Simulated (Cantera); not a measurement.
An isothermal, constant-pressure homogeneous reactor starts with 19.2 % CH4, 59.6 % CO2, 21.2 % H2, at 1398 K and 0.590 bar.

Computed with Cantera and GRI-Mech 3.0 (53 species, 325 reactions).

x: mole fraction; the columns are a selection and need not sum to one.

| t (s) | x CH4 | x CO2 | x H2 | x CO | x CH2CO |
|---|---|---|---|---|---|
| 1.00e-6 | 0.192 | 0.596 | 0.212 | 9.37e-11 | <1e-12 |
| 7.17e-6 | 0.192 | 0.596 | 0.212 | ___ | <1e-12 |
| 5.14e-5 | 0.192 | 0.596 | 0.212 | 4.72e-8 | <1e-12 |
| 0.000369 | 0.192 | 0.596 | 0.212 | 2.07e-6 | <1e-12 |
| 0.00265 | 0.192 | 0.596 | 0.211 | 7.59e-5 | 8.85e-12 |
| 0.0190 | 0.192 | 0.595 | 0.211 | ___ | ___ |
| 0.136 | 0.191 | 0.587 | 0.204 | 0.00883 | 4.73e-8 |
| 0.976 | 0.179 | 0.532 | 0.168 | 0.0582 | 8.07e-7 |
| 7.00 | 0.107 | 0.348 | 0.0989 | 0.209 | 1.20e-5 |

Q: Complete the blanks.

A: 
- 7.17e-6, x CO: 1.76e-9
- 0.0190, x CO: 0.00100
- 0.0190, x CH2CO: 1.33e-9
